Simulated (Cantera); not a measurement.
A closed system holds: 1 mol SiHCl3, 0.011 mol C3H8, 2.4 mol H2, equilibrated at 1023.15 K and 71.0 mbar.

Equilibrium computed with Cantera from the NASA thermochemical tables; the gas is ideal and each condensed phase is pure. Candidate condensed phases: C, C6H6, C7H8, C8H18, Si, SiC; 109 gas species. Mutual solubility and eutectic melting of coexisting phases are not modelled. The tables' values for SiCl3 are old estimates; treat these amounts as uncertain. The numbers say what is thermodynamically allowed, not how fast it happens.

Base state: H2 0.764, SiCl4 0.164, SiHCl3 0.0377, HCl 0.0281, SiCl3 0.00377, SiCl2 0.00183, SiH2Cl2 0.000964 (mole fractions); condensed: Si(s) + SiC(s).

Problem. What changes in the equilibrium state with this change: H2 from 2.4 to 47 mol?

Solution. 
```
species       before     after
-----------  -------  --------
H2             0.764     0.972
HCl           0.0281    0.0148
SiCl4          0.164   0.00787
SiHCl3        0.0377   0.00437
SiCl3        0.00377  0.000387
SiCl2        0.00183  0.000402
Si(s), mol     0.199     0.323
SiC(s), mol   0.0330    0.0329
```

Problem. What changes in the equilibrium state with this change: temperature from 1023.15 K to 2373.15 K?

Solution. 
| species | before | after |
|---|---|---|
| H2 | 0.764 | 0.477 |
| HCl | 0.0281 | 0.265 |
| SiCl2 | 0.00183 | 0.173 |
| Si | <1e-9 | 0.0176 |
| Cl | <1e-9 | 0.0144 |
| SiCl | <1e-9 | 0.0117 |
| H | 1.36e-8 | 0.0362 |
| SiCl4 | 0.164 | 7.56e-6 |
| SiHCl3 | 0.0377 | 9.90e-6 |
| Si2C | <1e-9 | 0.00178 |
| SiH | <1e-9 | 0.00105 |
| Si2 | <1e-9 | 0.000275 |
| SiH2 | <1e-9 | 0.000215 |
| SiC2 | <1e-9 | 0.000185 |
| Si(s), mol | 0.199 | 0 |
| SiC(s), mol | 0.0330 | 0.0213 |
The tables' values for SiCl, SiCl3 are old estimates; treat these amounts as uncertain. Gases not in the tables: Si2H6 and higher silanes.
